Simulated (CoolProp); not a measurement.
A single-stage vapour-compression cycle with chlorine: evaporating at 268.15 K (dew point), condensing at 320.15 K (bubble point), superheat 2 K, subcooling 8 K, compressor efficiency 0.7, no pressure losses. Each further row changes one setting.

Values from CoolProp's reference Helmholtz-energy equation of state, Thol 2021.

```tsv
case	cooling COP	pressure ratio	discharge temperature (K)	refrigerating effect (kJ/kg)	volumetric capacity (kJ/m³)
as stated	3.03	4.33	429.1	227	2360
evaporating temperature 273.15 K	3.48	3.66	415.2	228	2780
condensing temperature 315.15 K	3.42	3.85	414.4	232	2420
subcooling 13 K	3.10	4.33	429.1	232	2420
```
